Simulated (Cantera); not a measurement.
Feed: 1 mol CuO, 0.56 mol C, 0.031 mol CO, 3.8 mol CH4, held at 2198 K and 13.0 mbar.

Equilibrium computed with Cantera from the NASA thermochemical tables; the gas is ideal and each condensed phase is pure. Candidate condensed phases: C, C6H6, C7H8, C8H18, Cu, CuO, Cu(OH)2, Cu2O, H2O; 113 gas species. The numbers say what is thermodynamically allowed, not how fast it happens.

Base state: H2 0.749, CO 0.105, Cu 0.102, H 0.0423, C2H2 (acetylene) 0.00190, Cu2 4.44e-5 (mole fractions); condensed: C(graphite).

Problem. What changes in the equilibrium state with this change: 0.16 mol NH3 added?

Solution. 
| species | before | after |
|---|---|---|
| H2 | 0.749 | 0.747 |
| CO | 0.105 | 0.101 |
| Cu | 0.102 | 0.0983 |
| N2 | 0 | 0.00672 |
| H | 0.0423 | 0.0422 |
| HCN | 0 | 0.00212 |
| HNC | 0 | 0.000167 |
| Cu2 | 4.44e-5 | 4.16e-5 |
| C2H2 (acetylene) | 0.00190 | 0.00189 |
| C(graphite), mol | 3.32 | 3.30 |

Problem. What changes in the equilibrium state with this change: pressure from 13.0 mbar to 1.33 mbar?

Solution. 
```csv
species,before,after
H2,0.749,0.675
H,0.0423,0.125
CO,0.105,0.100
Cu,0.102,0.0973
Cu2,4.44e-5,4.19e-6
C2H,3.69e-6,1.09e-5
C2H2 (acetylene),0.00190,0.00171
"C(graphite), mol",3.32,3.32
```
